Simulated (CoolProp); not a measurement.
A single-stage vapour-compression cycle with isobutene: evaporating at 270.15 K (dew point), condensing at 328.15 K (bubble point), superheat 5 K, subcooling 0 K, compressor efficiency 0.75, no pressure losses. Each further row changes one setting.

The numbers come from the reference Helmholtz-energy equation of state, Lemmon 2005 in CoolProp. It is a short technical equation, of lower accuracy than the large ones.

```csv
case,cooling COP,pressure ratio,discharge temperature (K),refrigerating effect (kJ/kg),volumetric capacity (kJ/m³)
as stated,2.66,5.85,343.9,257,779
evaporating temperature 275.15 K,…,…,…,263,950
condensing temperature 323.15 K,3.01,5.16,338.7,…,817
subcooling 5 K,…,5.85,343.9,…,817
superheat 15 K,2.71,5.85,354.0,…,793
compressor efficiency 0.65,2.31,5.85,…,257,779
```

**Question.** Some entries are withheld; supply them.

**Answer.** 
- evaporating temperature 275.15 K, cooling COP: 3.04
- evaporating temperature 275.15 K, pressure ratio: 4.86
- evaporating temperature 275.15 K, discharge temperature (K): 342.2
- condensing temperature 323.15 K, refrigerating effect (kJ/kg): 270
- subcooling 5 K, cooling COP: 2.79
- subcooling 5 K, refrigerating effect (kJ/kg): 269
- superheat 15 K, refrigerating effect (kJ/kg): 273
- compressor efficiency 0.65, discharge temperature (K): 351.4
